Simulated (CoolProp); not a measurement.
Vapour-liquid equilibrium of fluoroethane (R161) (1) + R1234yf (2) at 0.292 MPa; x and y are mole fractions of (1).

Values from CoolProp's multi-fluid Helmholtz-energy mixture model, Wu 2012 and Lemmon 2022; pair parameters Bell 2016.

```csv
x,"bubble temperature, mixture model (°C)","bubble temperature, Raoult's law (°C)","y, mixture model","y, Raoult's law"
0.05,[?],-2.8,0.071,0.068
0.125,-4.1,-3.7,0.172,0.165
0.2,-5.1,-4.4,0.265,0.258
0.275,-6.0,-5.2,0.351,0.345
0.35,-6.8,-5.9,0.432,0.428
0.425,-7.6,-6.7,0.507,0.507
0.5,[?],-7.4,[?],0.582
0.575,-9.0,-8.1,0.645,0.653
0.65,-9.6,-8.7,[?],0.721
0.725,[?],-9.4,0.772,0.786
0.8,-10.6,-10.0,0.834,0.848
0.875,-11.0,-10.6,0.896,0.907
0.95,[?],-11.2,[?],0.964
```

### Question
What belongs in the gaps?

### Answer

- 0.05, bubble temperature, mixture model (°C): -3.0
- 0.5, bubble temperature, mixture model (°C): -8.3
- 0.5, y, mixture model: 0.578
- 0.65, y, mixture model: 0.710
- 0.725, bubble temperature, mixture model (°C): -10.1
- 0.95, bubble temperature, mixture model (°C): -11.4
- 0.95, y, mixture model: 0.958

The largest gap from Raoult's law is -0.9 K in bubble temperature, at x = 0.5. No azeotrope shows between x = 0.05 and 0.95.

Pair parameters are fitted to limited data, so mixtures are less certain than the pure fluids.
